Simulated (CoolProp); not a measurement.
Vapour pressure (MPa) of water: the reference equation beside estimates from Tc = 647.1 K, pc = 22.06 MPa, ω = 0.344.

Values from CoolProp's reference Helmholtz-energy equation of state, Wagner 2002.

```csv
T (K),reference,van der Waals,Redlich-Kwong,Peng-Robinson
333.1,0.01990,0.7447,0.07392,0.01799
338.6,0.02555,0.8290,0.09159,0.02329
344,0.03237,0.9181,0.1121,0.02973
349.5,0.04083,1.016,0.1366,0.03777
354.9,0.05088,1.118,0.1646,0.04739
360.4,0.06316,1.230,0.1976,0.05921
365.8,0.07755,1.347,0.2348,0.07313
371.3,0.09490,1.474,0.2782,0.09001
376.8,0.1154,1.609,0.3275,0.1100
382.2,0.1389,1.749,0.3823,0.1331
387.7,0.1667,1.901,0.4450,0.1605
393.1,0.1984,2.058,0.5140,0.1918
```

Absolute difference from the reference over all 12 rows, mean and median: van der Waals 1948.1 and 1742.2 %, Redlich-Kwong 210.7 and 207.8 %, Peng-Robinson 6.2 and 6.0 %.
